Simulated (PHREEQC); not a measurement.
Dissolve 0.036 mol/kgw CuSO4 and 0.0042 mol/kgw NaHCO3 at 25 °C. Closed to the air; pH follows from the charge balance.

Model: ion-association model, wateq4f.dat, run in PHREEQC.

The ionic strength comes out as 0.0869 mol/kgw. What activity coefficients do HSO4-, H+, Cu2(OH)2+2, CuOH+, HCO3- get?

HSO4- 0.79, H+ 0.83, Cu2(OH)2+2 0.39, CuOH+ 0.78, HCO3- 0.80.

Precipitation was switched off in this run. The solution is supersaturated, for example in Malachite, Brochantite, so a real one may precipitate; this is no full list. Species that the database lacks are ignored.
